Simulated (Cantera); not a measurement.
**Ammonia decomposition in nitride growth gas**

An isothermal, constant-pressure homogeneous reactor starts with 4.17 % NH3, 95.8 % H2, at 2375 K and 9.00 Torr.

Cantera simulation using the gas-phase N/H chemistry of the illustrative SiF4/NH3 mechanism in the Surface Chemkin manual (1991); the numbers are that mechanism's predictions, not measurements. Walls and surfaces, which speed up NH3 decomposition in real reactors, are not modelled.

| t (s) | x NH3 | x H2 | x N2 | x N2H2 | x H |
|---|---|---|---|---|---|
| 2.00e-5 | 0.0417 | 0.958 | <1e-12 | <1e-12 | 6.89e-6 |
| 6.11e-5 | 0.0417 | 0.958 | 1.24e-12 | 2.70e-12 | 2.23e-5 |
| 0.000186 | 0.0417 | 0.958 | 7.81e-11 | 2.45e-11 | 6.92e-5 |
| 0.000569 | 0.0416 | 0.958 | 4.67e-9 | 2.74e-10 | 0.000212 |
| 0.00174 | 0.0416 | 0.958 | 2.67e-7 | 3.98e-9 | 0.000647 |
| 0.00530 | 0.0413 | 0.956 | 1.71e-5 | 7.25e-8 | 0.00194 |
| 0.0162 | 0.0391 | 0.955 | 0.000858 | 7.19e-7 | 0.00463 |
| 0.0494 | 0.0270 | 0.960 | 0.00665 | 6.81e-7 | 0.00594 |
| 0.151 | 0.00721 | 0.967 | 0.0163 | 1.82e-7 | 0.00959 |
| 0.461 | 5.42e-5 | 0.945 | 0.0196 | 3.67e-10 | 0.0353 |
| 1.41 | 3.54e-7 | 0.888 | 0.0191 | <1e-12 | 0.0932 |
| 4.29 | 4.09e-8 | 0.861 | 0.0188 | <1e-12 | 0.120 |
| 13.1 | 1.79e-8 | 0.861 | 0.0188 | <1e-12 | 0.120 |
| 40.0 | 1.57e-8 | 0.861 | 0.0188 | <1e-12 | 0.120 |
x: mole fraction; the columns are a selection and need not sum to one.

Equilibrium at this temperature and pressure: NH3 1.57e-8, H2 0.861, N2 0.0188, N2H2 <1e-12, H 0.120 (gas phase only).
